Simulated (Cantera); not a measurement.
What does this Cantera script print?

```python
import numpy as np
import cantera as ct

gas_names = """
    H HNO HNO2 HNO3 HO2 H2 H2O H2O2 N NH NH2 NH3 NH2OH NO NO2 NO3 N2 N2H2 N2H4 N2O O OH O2 O3 Si SiH
    SiH2 SiH3 SiH4 SiN SiO SiO2 Si2 Si2N Si3
""".split()
cond_names = """
    H2O(s) H2O(L) Si(cr) Si(L) SiO2(Lqz) SiO2(hqz) SiO2(L) Si2N2O(s) Si3N4(a)
""".split()


# ... load() reads the species with a 1 bar reference pressure and builds the phases ...
atoms = {
    'Si3N4': {'Si': 3, 'N': 4},
    'H2O': {'H': 2, 'O': 1},
    'N2': {'N': 2},
}
top_T = {'Si2N2O(s)': 2100, 'Si3N4(a)': 2400}  # K; cautious upper limits of use, not melting points


# ... equilibrate(T, P, feed) seeds the gas with the atoms and calls Mixture.equilibrate('TP', solver="vcs", rtol=1e-11, max_steps=5000) ...
results = []
feed = {'Si3N4': 1, 'H2O': 1.9, 'N2': 63}  # mol
P = 940  # Pa
for T in [1798, 1848, 1898, 1948, 1998, 2048, 2098]:
    mix = equilibrate(T, P, feed)
    results.append((T, P, feed, dict(zip(mix.species_names, mix.species_moles))))
    x = sorted(zip(gas.X, gas.species_names), reverse=True)
    print(f"T = {T:g} K  P = {P:g} Pa  gas = {mix.phase_moles(0):.4g} mol")
    print("   x: " + "  ".join(f"{s} {v:.3e}" for v, s in x if v > 1e-05))
    print("   condensed (mol): " + ("  ".join(f"{mix.phase(i).name} {mix.phase_moles(i):.4g}"
          for i in range(1, mix.n_phases) if mix.phase_moles(i) > 1e-12) or "none"))
```

It prints:

```
T = 1798 K  P = 940 Pa  gas = 68.13 mol
   x: N2 9.436e-01  SiO 2.789e-02  H2 2.758e-02  H 6.031e-04  Si 3.195e-04  Si2N 2.104e-05  SiN 1.340e-05
   condensed (mol): Si3N4(a) 0.3579
T = 1848 K  P = 940 Pa  gas = 68.88 mol
   x: N2 9.436e-01  SiO 2.758e-02  H2 2.713e-02  H 9.007e-04  Si 6.674e-04  Si2N 3.701e-05  SiN 2.424e-05  SiH 1.062e-05
   condensed (mol): Si(L) 1.046
T = 1898 K  P = 940 Pa  gas = 68.94 mol
   x: N2 9.428e-01  SiO 2.756e-02  H2 2.689e-02  H 1.322e-03  Si 1.307e-03  Si2N 6.003e-05  SiN 4.140e-05  SiH 1.813e-05  Si2 1.044e-05
   condensed (mol): Si(L) 0.9955
T = 1948 K  P = 940 Pa  gas = 69.04 mol
   x: N2 9.413e-01  SiO 2.752e-02  H2 2.655e-02  Si 2.471e-03  H 1.899e-03  Si2N 9.485e-05  SiN 6.874e-05  SiH 3.001e-05  Si2 2.252e-05
   condensed (mol): Si(L) 0.9052
T = 1998 K  P = 940 Pa  gas = 69.22 mol
   x: N2 9.389e-01  SiO 2.745e-02  H2 2.609e-02  Si 4.524e-03  H 2.672e-03  Si2N 1.463e-04  SiN 1.112e-04  SiH 4.829e-05  Si2 4.667e-05  Si3 1.002e-05
   condensed (mol): Si(L) 0.7468
T = 2048 K  P = 940 Pa  gas = 69.51 mol
   x: N2 9.349e-01  SiO 2.733e-02  H2 2.545e-02  Si 8.039e-03  H 3.685e-03  Si2N 2.205e-04  SiN 1.754e-04  Si2 9.328e-05  SiH 7.557e-05  Si3 1.954e-05
   condensed (mol): Si(L) 0.4758
T = 2098 K  P = 940 Pa  gas = 69.99 mol
   x: N2 9.285e-01  SiO 2.715e-02  H2 2.460e-02  Si 1.389e-02  H 4.978e-03  Si2N 3.252e-04  SiN 2.704e-04  Si2 1.802e-04  SiH 1.151e-04  Si3 3.687e-05
   condensed (mol): Si(L) 0.02186
```

These are equilibrium values from Cantera (NASA tables, ideal gas, pure condensed phases), not measurements of a reactor. The tables' values for SiN are old estimates; treat these amounts as uncertain.
